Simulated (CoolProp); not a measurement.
Vapour-liquid equilibrium of R125 (1) + propane (2) at 0.526 MPa; x and y are mole fractions of (1).

Computed with CoolProp (multi-fluid Helmholtz-energy mixture model, Lemmon 2005 and Lemmon 2009; pair parameters Bell 2016).

```
x     bubble temperature, mixture model (K)  bubble temperature, Raoult's law (K)  y, mixture model  y, Raoult's law
----  -------------------------------------  ------------------------------------  ----------------  ---------------
0.05                                  270.7                                 275.9                 …            0.069
0.15                                  264.2                                 274.6             0.376            0.200
0.25                                      …                                 273.3             0.467            0.320
0.35                                  259.9                                 272.1             0.518            0.432
0.45                                  259.2                                 271.0             0.553            0.536
0.55                                  258.9                                 269.9                 …            0.633
0.65                                  258.9                                 268.9             0.622            0.723
0.75                                  259.3                                 267.9             0.672            0.808
0.85                                  260.5                                 267.0             0.751            0.888
0.95                                  263.3                                 266.1                 …            0.964
```

### Question
What belongs in the gaps?

### Answer

- 0.05, y, mixture model: 0.184
- 0.25, bubble temperature, mixture model (K): 261.3
- 0.55, y, mixture model: 0.585
- 0.95, y, mixture model: 0.890

The largest gap from Raoult's law is -12.2 K in bubble temperature, at x = 0.35. y crosses x between x = 0.55 and 0.65: the model has an azeotrope there.

Pair parameters are fitted to limited data, so mixtures are less certain than the pure fluids.
